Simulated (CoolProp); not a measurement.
Properties of R115 along the isobar 0.0682 MPa.

Values from CoolProp's reference Helmholtz-energy equation of state, Lemmon 2016.

```csv
T (K),phase,cp (kJ/(kg K)),expansivity (1/kK)
251.1,gas,0.6568,4.284
268.9,gas,0.6795,3.936
286.7,gas,0.7028,3.650
304.5,gas,0.7260,3.409
322.2,gas,0.7487,3.202
340,gas,0.7707,3.020
357.8,gas,0.7919,2.858
375.6,gas,0.8120,2.715
393.3,gas,0.8311,2.586
411.1,gas,0.8491,2.469
428.9,gas,0.8662,2.362
446.7,gas,0.8822,2.265
464.4,gas,0.8971,2.176
482.2,gas,0.9112,2.093
500,gas,0.9244,2.017
```
